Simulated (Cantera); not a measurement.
Standard-state values (1 bar) from the NASA 1993 polynomials, evaluated with Cantera. Values are per mole of reaction as written; species without (g) are pure solids or liquids, kept so even where they would boil at 1 bar.

Question: Between 825 and 1525 K, where is each reaction favourable under standard conditions?
- CuF₂(g) + 2 CF₃(g) → Cu + 2 CF₄(g)
- 2 HF(g) + 2 C₃H₈(g) + Cu → CuF₂ + 3 C₂H₆(g)

Answer: 
- CuF₂(g) + 2 CF₃(g) → Cu + 2 CF₄(g): ΔG° is -461 kJ at 825 K and -303 kJ at 1525 K; it stays negative (K > 1). ΔH° is -628 kJ and ΔS° -213 J/K at 1525 K.
- 2 HF(g) + 2 C₃H₈(g) + Cu → CuF₂ + 3 C₂H₆(g): ΔG° is 93 kJ at 825 K and 176 kJ at 1525 K; it stays positive (K < 1). ΔH° is 26 kJ and ΔS° -99 J/K at 1525 K.
